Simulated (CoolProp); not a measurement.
R142b along the isobar 2.63 MPa: Z from the reference equation and from simpler models built on Tc = 410.3 K, pc = 4.055 MPa, ω = 0.232; each cubic takes its own stable root.

Values from CoolProp's reference Helmholtz-energy equation of state, Lemmon 2006. It is a short technical equation, of lower accuracy than the large ones.

```json
[
 {"T (K)": "228.9", "phase": "liquid", "reference": "0.1090"},
 {"T (K)": "241.6", "phase": "liquid", "reference": "0.1055"},
 {"T (K)": "254.2", "phase": "liquid", "reference": "0.1025"},
 {"T (K)": "266.9", "phase": "liquid", "reference": "0.09991"},
 {"T (K)": "279.5", "phase": "liquid", "reference": "0.09774"},
 {"T (K)": "292.2", "phase": "liquid", "reference": "0.09596"},
 {"T (K)": "304.8", "phase": "liquid", "reference": "0.09459"},
 {"T (K)": "317.5", "phase": "liquid", "reference": "0.09361"},
 {"T (K)": "330.1", "phase": "liquid", "reference": "0.09310"},
 {"T (K)": "342.8", "phase": "liquid", "reference": "0.09312"}
]
```

Question: How far does each simpler model (van der Waals, Redlich-Kwong) lie from the reference over these 10 states: mean and median of the absolute difference, and the worst?

Answer: 
- van der Waals: mean 65.3 %, median 65.2 %, worst +66.4 % at 228.9 K and 2.63 MPa
- Redlich-Kwong: mean 15.0 %, median 14.4 %, worst +18.7 % at 342.8 K and 2.63 MPa
